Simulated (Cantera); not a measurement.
What does this Cantera script print?

```python
import numpy as np
import cantera as ct

gas = ct.Solution("gri30.yaml")
gas.TPX = 700, 13332, {'CH4': 1, 'O2': 2.17, 'N2': 8.17, 'H2O': 0.75}
flame = ct.FreeFlame(gas, width=0.16)
flame.set_refine_criteria(ratio=3, slope=0.08, curve=0.16)
flame.transport_model = "mixture-averaged"
flame.solve(loglevel=0, auto=True)
z, T = flame.grid, flame.T
thick = (T[-1] - T[0]) / np.gradient(T, z).max()
show = ['CH4', 'O2', 'H2O', 'HCN', 'H2O2', 'C2H2']
print(f"laminar burning velocity  {flame.velocity[0] * 100:.3f} cm/s")
print(f"burnt temperature         {T[-1]:.1f} K")
print(f"thermal thickness         {thick * 1e3:.4f} mm")
print(f"grid points               {len(z)}")
z0 = z[flame.heat_release_rate.argmax()]
print(f"{'z/mm':>9s}{'T/K':>9s}{'u/(m/s)':>9s}" + "".join(f"{s:>11s}" for s in show))
rows = []
for k in (-3, -2, -1.5, -1, -0.5, -0.25, 0, 0.25, 0.5, 1, 2, 4, 8):
    zz = z0 + k * thick
    rows.append([k * thick, np.interp(zz, z, T), np.interp(zz, z, flame.velocity),
                 *(np.interp(zz, z, flame.X[gas.species_index(s)]) for s in show)])
    print(f"{rows[-1][0] * 1e3:9.3f}{rows[-1][1]:9.1f}{rows[-1][2]:9.3f}" + "".join(f"{x:11.3e}" for x in rows[-1][3:]))
```

It prints:

```
laminar burning velocity  217.148 cm/s
burnt temperature         2234.1 K
thermal thickness         2.1001 mm
grid points               151
     z/mm      T/K  u/(m/s)        CH4         O2        H2O        HCN       H2O2       C2H2
   -6.300    700.0    2.173  8.265e-02  1.794e-01  6.200e-02  2.337e-12  3.413e-09  1.530e-10
   -4.200    700.7    2.178  8.246e-02  1.790e-01  6.200e-02  6.363e-11  5.305e-08  4.111e-09
   -3.150    703.8    2.193  8.203e-02  1.785e-01  6.233e-02  5.261e-10  2.312e-07  3.371e-08
   -2.100    733.6    2.298  7.956e-02  1.759e-01  6.573e-02  9.451e-09  7.770e-07  6.007e-07
   -1.050    984.1    3.128  6.141e-02  1.556e-01  9.215e-02  1.961e-07  1.888e-06  1.308e-05
   -0.525   1320.7    4.250  3.527e-02  1.218e-01  1.277e-01  7.207e-07  2.601e-06  5.292e-05
    0.000   1660.9    5.401  9.554e-03  7.850e-02  1.659e-01  1.770e-06  8.002e-07  1.010e-04
    0.525   1804.0    5.883  9.909e-04  5.105e-02  1.853e-01  1.733e-06  1.699e-07  2.393e-05
    1.050   1834.5    5.973  5.533e-05  4.034e-02  1.899e-01  8.487e-07  1.038e-07  1.140e-06
    2.100   1856.9    6.019  1.537e-07  3.461e-02  1.889e-01  1.402e-07  9.823e-08  1.278e-09
    4.200   1884.0    6.083  1.545e-11  3.215e-02  1.879e-01  5.065e-09  8.850e-08  4.279e-14
    8.400   1920.6    6.183  4.941e-15  3.078e-02  1.899e-01  8.699e-11  7.582e-08  8.698e-18
   16.801   1974.9    6.332  8.151e-18  2.916e-02  1.941e-01  2.317e-13  6.060e-08  7.696e-23
```

Computed with Cantera and GRI-Mech 3.0 (53 species, 325 reactions). Burning velocities carry a grid error of a few per cent, more on coarse grids.
